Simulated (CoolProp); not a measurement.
Saturation properties of water (Tc = 647.1 K, pc = 22.06 MPa, ω = 0.344).

Values from CoolProp's reference Helmholtz-energy equation of state, Wagner 2002.

```
T (K)  p (MPa)  liquid cp (kJ/(kg K))    vapour Z  vapour viscosity (µPa s)
-----  -------  ---------------------  ----------  ------------------------
390.1   0.1802                  4.239      0.9773                      12.8
405.7   0.2915                  4.267      0.9688                      13.4
421.2   0.4518                  4.302      0.9584                      13.9
436.7   0.6761                  4.346      0.9456                      14.4
452.3   0.9834                  4.402      0.9304                      15.0
467.8    1.388                  4.469      0.9126                      15.5
483.3    1.913                  4.552  (withheld)                      16.0
498.8    2.581                  4.655      0.8685                      16.6
514.4    3.421                  4.783  (withheld)                      17.1
529.9    4.450                  4.946      0.8111                      17.7
545.4    5.699                  5.158      0.7767                      18.3
561      7.211                  5.445      0.7375                      19.0
576.5    9.001                  5.852      0.6931                (withheld)
592      11.11                  6.477      0.6419                      20.7
```

Task: Some entries are withheld; supply them.

Result: 
- 483.3, vapour Z: 0.8920
- 514.4, vapour Z: 0.8415
- 576.5, vapour viscosity (µPa s): 19.8

It boils at 373.1 K under 1 atm.

Viscosity comes from a separate model (Huber 2009).
